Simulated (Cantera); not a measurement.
What does this Cantera script print?

```python
import numpy as np
import cantera as ct

gas = ct.Solution("gri30.yaml")
gas.TPX = 1423, 13332, {'CO': 0.0012, 'O2': 0.03, 'H2O': 0.0071, 'N2': 1}
reactor = ct.IdealGasConstPressureReactor(gas, energy="off", clone=False)
net = ct.ReactorNet([reactor])
net.rtol, net.atol = 1e-08, 1e-18
show = ['CO', 'O2', 'H2O', 'OH', 'NO']
times = np.geomspace(1e-05, 30, 14)

steps = ct.SolutionArray(gas, extra=["t"])
rows = []
print(f"{'t/s':>10s}{'T/K':>9s}{'P/Pa':>11s}" + "".join(f"{s:>11s}" for s in show))
for t in times:
    while net.time < t:
        t_next = net.step()
        steps.append(gas.state, t=t_next)
    rows.append([np.interp(t, steps.t, y) for y in (steps.T, steps.P, *steps(*show).X.T)])
    print(f"{t:10.3e}{rows[-1][0]:9.1f}{rows[-1][1]:11.4g}" + "".join(f"{x:11.3e}" for x in rows[-1][2:]))
rate = np.gradient(steps.T, steps.t)
print("integrator steps:", len(steps.t))
if steps.T.max() > steps.T[0] + 200:
    print(f"time of steepest temperature rise: {steps.t[rate.argmax()]:.4e} s")
gas.TPX = 1423, 13332, {'CO': 0.0012, 'O2': 0.03, 'H2O': 0.0071, 'N2': 1}
gas.equilibrate("TP")
print(f"equilibrium (TP): T = {gas.T:.1f} K  " + "  ".join(f"{s} {gas[s].X[0]:.3e}" for s in show))
```

Result:

```
       t/s      T/K       P/Pa         CO         O2        H2O         OH         NO
 1.000e-05   1423.0  1.333e+04  1.156e-03  2.889e-02  6.838e-03  1.280e-11  7.292e-20
 3.149e-05   1423.0  1.333e+04  1.156e-03  2.889e-02  6.838e-03  4.169e-11  8.453e-19
 9.919e-05   1423.0  1.333e+04  1.156e-03  2.889e-02  6.838e-03  1.453e-10  1.017e-17
 3.124e-04   1423.0  1.333e+04  1.156e-03  2.889e-02  6.838e-03  5.998e-10  1.119e-16
 9.839e-04   1423.0  1.333e+04  1.156e-03  2.889e-02  6.838e-03  3.246e-09  1.112e-15
 3.099e-03   1423.0  1.333e+04  1.156e-03  2.889e-02  6.838e-03  2.501e-08  1.188e-14
 9.760e-03   1423.0  1.333e+04  1.155e-03  2.889e-02  6.838e-03  7.053e-07  4.092e-13
 3.074e-02   1423.0  1.333e+04  6.526e-04  2.849e-02  6.690e-03  1.979e-04  2.353e-09
 9.681e-02   1423.0  1.333e+04  1.161e-05  2.823e-02  6.736e-03  1.567e-04  9.164e-08
 3.049e-01   1423.0  1.333e+04  1.191e-06  2.831e-02  6.810e-03  5.766e-05  1.393e-07
 9.603e-01   1423.0  1.333e+04  1.872e-07  2.832e-02  6.829e-03  2.442e-05  1.566e-07
 3.024e+00   1423.0  1.333e+04  4.747e-08  2.833e-02  6.835e-03  1.298e-05  1.624e-07
 9.525e+00   1423.0  1.333e+04  2.793e-08  2.833e-02  6.837e-03  1.023e-05  1.662e-07
 3.000e+01   1423.0  1.333e+04  2.743e-08  2.833e-02  6.837e-03  1.015e-05  1.759e-07
integrator steps: 1352
equilibrium (TP): T = 1423.0 K  CO 2.751e-08  O2 2.816e-02  H2O 6.837e-03  OH 1.014e-05  NO 3.348e-04
```

Detailed kinetics in Cantera: GRI-Mech 3.0 (53 species, 325 reactions).
